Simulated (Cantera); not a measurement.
A closed system holds: 1 mol Cu₂O, 0.55 mol CO.

Equilibrium computed with Cantera from the NASA thermochemical tables; the gas is ideal and each condensed phase is pure. Candidate condensed phases: C, Cu, CuO, Cu₂O; 15 gas species. Each liquid is taken as pure. Mutual solubility and eutectic melting of coexisting phases are not modelled. Kinetics and transport are ignored.

Q: What condenses at these points (T in °C, P in Pa): (1302, 68); (1077, 68); (1227, 3200); (1077, 460); (1302, 10)?

A: 
```tsv
T (°C)	P in Pa	condensed phases	Cu condensed (%)
1302	68	Cu	98.4
1077	68	Cu + Cu₂O	100.0
1227	3200	Cu + Cu₂O	100.0
1077	460	Cu + Cu₂O	100.0
1302	10	Cu	85.4
```
